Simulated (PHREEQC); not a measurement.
A solution holds 0.0019 mol/kgw Na2HAsO4 and 2.9e-05 mol/kgw FeCl3, at 25 °C. Closed to the air; pH follows from the charge balance.

The numbers come from PHREEQC with the ion-association model, wateq4f.dat.

Precipitation was switched off in this run.

### Question
Predict the pH.

### Answer
pH 8.34.

### Question
In which forms is Fe present?

### Answer
Fe(OH)3 80 %, Fe(OH)4- 17 %, Fe(OH)2+ 3.1 % of the Fe.

Saturation is exceeded, for instance for Fe(OH)3(a), Hematite (slow to form); the values hold only as long as no solid forms. The database's scorodite may be far more soluble than the real mineral, and it has no iron arsenate complexes; the constant wasn't checked at its source.
